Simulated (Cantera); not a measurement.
Pb + H2 + N2 + O2 (iron carbonyl, mercury and lead vapours)

A closed system holds: 1 mol Pb, 0.061 mol H2, 5.2 mol N2, 0.088 mol O2, held at 1 atm.

Method: chemical equilibrium by Gibbs-energy minimisation in Cantera with the NASA 1993 tables (ideal gas, pure condensed phases). Candidate condensed phases: H2O, Pb, PbO, PbO2, Pb3O4; 27 gas species. Each liquid is taken as pure. Mutual solubility and eutectic melting of coexisting phases are not modelled. Gases not in the tables: (PbO)n polymers. Rates play no part.

From 1173 K to 1523 K the condensed part is Pb(l) + PbO(l). The share of Pb in condensed phases is highest at 1173 K (99.8 %) and lowest at 1523 K (77.1 %).

```tsv
T (K)	log p N2	log p Pb	log p PbO	log p H2O	log p Pb2	log p H2	n Pb(l)	n PbO(l)
1173	0.00	-3.37	-4.41	-1.93	-7.93	-5.51	0.883	0.115
1223	0.00	-3.04	-3.96	-1.93	-7.37	-5.40	0.880	0.114
1273	0.00	-2.74	-3.55	-1.93	-6.86	-5.30	0.875	0.114
1323	0.00	-2.45	-3.18	-1.93	-6.39	-5.20	0.867	0.112
1373	0.00	-2.19	-2.83	-1.93	-5.96	-5.11	0.851	0.107
1423	-0.01	-1.95	-2.51	-1.94	-5.55	-5.03	0.826	0.0986
1473	-0.01	-1.73	-2.21	-1.94	-5.18	-4.96	0.785	0.0819
1523	-0.02	-1.51	-1.93	-1.95	-4.83	-4.89	0.719	0.0512
```
log p: log10 of the partial pressure in bar; n: condensed amount in mol.
